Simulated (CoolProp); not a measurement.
Decamethyltetrasiloxane (MD2M) at several states: Z from the reference equation and from simpler models built on Tc = 599.4 K, pc = 1144 kPa, ω = 0.635; each cubic takes its own stable root.

Computed with CoolProp (reference Helmholtz-energy equation of state, Thol 2017).

```tsv
T (K)	p (kPa)	phase	reference	van der Waals	Redlich-Kwong	Peng-Robinson
528.5	20.9	gas	0.9907	0.9926	0.9910	0.9891
250.5	2070	liquid	___	___	0.4219	___
457.8	1170	liquid	0.1394	___	0.1694	0.1371
516.1	113	gas	0.9429	0.9565	___	___
306.4	2290	liquid	0.3310	___	0.3999	___
```

Question: What belongs in the gaps?

Answer: 
- 250.5, reference: 0.3436
- 250.5, van der Waals: 0.6227
- 250.5, Peng-Robinson: 0.3629
- 457.8, van der Waals: 0.2392
- 516.1, Redlich-Kwong: 0.9464
- 516.1, Peng-Robinson: 0.9336
- 306.4, van der Waals: 0.5853
- 306.4, Peng-Robinson: 0.3390
